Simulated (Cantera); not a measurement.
Input: 1 mol SiCl4, a varied amount of NO, held at 1400 K and 1000 Pa.

Method: chemical equilibrium by Gibbs-energy minimisation in Cantera with the NASA 1993 tables (ideal gas, pure condensed phases). Candidate condensed phases: Si, SiO2, Si2N2O, Si3N4; 23 gas species. The tables hold silica as quartz up to 1696 K and as liquid above; real silica turns to tridymite and cristobalite and melts near 1996 K. Kinetics and transport are ignored.

**Question.** At 9.5 mol NO, list the 6 most abundant gas species with their mole fractions, and the condensed phases.

**Answer.** N2 0.429, O2 0.338, Cl2 0.130, Cl 0.102, NO 0.000679, ClO 0.000168. Condensed: SiO2(β-quartz).
